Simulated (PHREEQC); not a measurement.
A solution holds 190 mmol/kgw HF, 81 mmol/kgw (CH3)4NF and 39.6 mmol/kgw H2SiF6, at 59 °C. Closed to the air; pH follows from the charge balance.

Computed with PHREEQC (ion-association model, phreeqc.dat).

The pH is 1.87 and the ionic strength is 0.137 mol/kgw. The activity of water is 0.993. The total alkalinity comes out as -428 meq/kg.

```
species   molality  activity   log γ
--------  --------  --------  ------
HF           0.243     0.251   0.014
(CH3)4N+    0.0810    0.0594  -0.135
SiF6-2      0.0396    0.0126  -0.499
H+          0.0167    0.0134  -0.095
HF2-       0.00954   0.00716  -0.125
F-         0.00898   0.00650  -0.141
```

Precipitation was switched off in this run. (CH3)4N+ isn't in the database: it is added as a free cation with an ion size of 4 Å. At this temperature some constants are extrapolated from 25 °C, and those without enthalpy data are left unchanged. SiF6-2 is the database's only silicon fluoride.
